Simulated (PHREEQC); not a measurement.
A column of 0.1 m (40 cells, dispersivity 0.005 m, 60 s a shift, diffusion coefficient 3e-10 m²/s) holds 0.017 eq of the database's cation exchanger X per kg of pore water, first in equilibrium with 0.084 mol/kgw LiCl, 0.028 mol/kgw Na2SO4 and 1e-05 mol/kgw HCl. It is flushed with 15 mmol/kgw NaCl, 9 mmol/kgw MgCl2, 0.69 mmol/kgw KBr and 0.01 mmol/kgw HCl, at 25 °C. Values are for the last cell. No CO2 enters from the air. No solid was allowed to form.

Base run: PHREEQC, ion-association model, phreeqc.dat. Each further column changes one thing. The table gives Mg in solution (mol/kgw).

```csv
pore volumes,base,exchange capacity from 0.017 to 0.0085 eq/kgw,dispersivity from 0.005 to 0.01 m
0,0,0,0
0.2125,0,0,9.89e-14
0.5125,5.50e-10,4.12e-7,2.54e-7
0.7125,2.40e-8,1.28e-5,2.41e-6
0.9125,6.67e-8,8.00e-5,[?]
1.212,5.83e-8,0.00198,[?]
1.413,6.53e-8,0.00507,[?]
1.613,9.23e-5,0.00707,0.00287
1.812,0.00501,0.00811,0.00518
2.112,0.00796,0.00874,[?]
2.312,0.00856,0.00889,0.00788
2.513,0.00882,0.00895,0.00832
2.812,0.00895,0.00899,0.00868
3.013,0.00898,0.00899,0.00881
```

**Question.** What belongs in the gaps?

**Answer.** 
- 0.9125, dispersivity from 0.005 to 0.01 m: 6.81e-6
- 1.212, dispersivity from 0.005 to 0.01 m: 3.03e-5
- 1.413, dispersivity from 0.005 to 0.01 m: 0.000383
- 2.112, dispersivity from 0.005 to 0.01 m: 0.00717
